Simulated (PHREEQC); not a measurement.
Make-up at 25 °C: 0.036 mol/kgw CdCl2, 0.00029 mol/kgw KCl and 7.9e-05 mol/kgw H2SO4. Closed to the air; pH follows from the charge balance.

Model: ion-association model, phreeqc.dat, run in PHREEQC.

Precipitation was switched off in this run.

### Question
Order these Cl species by the share of Cl that they hold, largest first: CdCl+, CdCl3-, CdCl2, Cl-.

### Answer
Cl- (62 %), CdCl+ (30 %), CdCl2 (7.3 %), CdCl3- (0.31 %)

### Question
Order these Cd species by the share of Cd that they hold, largest first: CdCl2, Cd+2, CdCl+, CdCl3-.

### Answer
CdCl+ (60 %), Cd+2 (32 %), CdCl2 (7.3 %), CdCl3- (0.21 %)

The pH is 3.87 and the ionic strength 0.0569 mol/kgw. Species that the database lacks are ignored.
